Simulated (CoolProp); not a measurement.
Vapour-liquid equilibrium of acetone (1) + benzene (2) at 46.5 kPa; x and y are mole fractions of (1).

Model: multi-fluid Helmholtz-energy mixture model, Lemmon 2006 and Thol 2012; pair parameters Bell 2016, in CoolProp.

```tsv
x	bubble temperature, mixture model (K)	bubble temperature, Raoult's law (K)	y, mixture model	y, Raoult's law
0.05	327.1	328.2	0.140	0.105
0.15	322.7	325.2	0.337	0.284
0.25	319.6	322.5	0.471	0.430
0.35	317.2	320.0	0.572	0.551
0.45	315.2	317.8	0.653	0.652
0.55	313.5	315.7	0.724	0.738
0.65	312.1	313.8	0.788	0.811
0.75	310.8	312.1	0.848	0.875
0.85	309.7	310.4	0.908	0.930
0.95	308.6	308.9	0.969	0.978
```

The largest gap from Raoult's law is -2.9 K in bubble temperature, at x = 0.25. No azeotrope shows between x = 0.05 and 0.95.

Pair parameters are fitted to limited data, so mixtures are less certain than the pure fluids.
